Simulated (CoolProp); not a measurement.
Vapour-liquid equilibrium of m-xylene (1) + n-nonane (2) at 6.95 bar; x and y are mole fractions of (1).

Computed with CoolProp (multi-fluid Helmholtz-energy mixture model, Zhou 2012 and Lemmon 2006; pair parameters Bell 2016).

| x | bubble temperature, mixture model (K) | bubble temperature, Raoult's law (K) | y, mixture model | y, Raoult's law |
|---|---|---|---|---|
| 0.05 | 513.7 | 514.4 | 0.067 | 0.062 |
| 0.2 | 510.0 | 512.3 | 0.247 | 0.238 |
| 0.35 | 507.1 | 510.2 | 0.404 | 0.403 |
| 0.5 | 504.9 | 508.2 | 0.546 | 0.556 |
| 0.65 | 503.3 | 506.3 | 0.679 | 0.700 |
| 0.8 | 502.3 | 504.4 | 0.811 | 0.834 |
| 0.95 | 501.9 | 502.6 | 0.950 | 0.960 |

The largest gap from Raoult's law is -3.3 K in bubble temperature, at x = 0.5. No azeotrope shows between x = 0.05 and 0.95.

The pair parameters rest on a limited set of measurements; away from them the model extrapolates.
